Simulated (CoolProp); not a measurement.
R125 along the isotherm 46.35 °C: Z from the reference equation and from simpler models built on Tc = 66.0 °C, pc = 36.18 bar, ω = 0.305; each cubic takes its own stable root.

Model: reference Helmholtz-energy equation of state, Lemmon 2005, in CoolProp.

| p (bar) | phase | reference | van der Waals | Redlich-Kwong | Peng-Robinson |
|---|---|---|---|---|---|
| 2.01 | gas | 0.9761 | 0.9806 | 0.9772 | 0.9742 |
| 4.02 | gas | 0.9513 | 0.9606 | 0.9536 | 0.9476 |
| 6.03 | gas | 0.9254 | 0.9398 | 0.9292 | 0.9201 |
| 8.04 | gas | 0.8982 | 0.9181 | 0.9038 | 0.8916 |
| 10.1 | gas | 0.8689 | 0.8949 | 0.8766 | 0.8611 |
| 12.1 | gas | 0.8388 | 0.8712 | 0.8489 | 0.8300 |
| 14.1 | gas | 0.8066 | 0.8461 | 0.8196 | 0.7973 |
| 16.1 | gas | 0.7718 | 0.8195 | 0.7884 | 0.7623 |
| 18.1 | gas | 0.7338 | 0.7909 | 0.7549 | 0.7245 |
